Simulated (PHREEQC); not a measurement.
# Copper plating or etch bath (model solution)

A solution holds 0.025 mol CuCl2, 0.00076 mol HCl and 0.0049 mol NaCl per kg of water, at 25 °C. Closed to the air; pH follows from the charge balance.

Model: ion-association model, wateq4f.dat, run in PHREEQC.

No solid was allowed to form.

Task: Estimate the pH.

Result: pH 3.20.

Task: In which forms is Cu present?

Result: Cu+2 94 %, CuCl+ 5.9 % of the Cu.

Complexes and solids missing from the database can't appear.
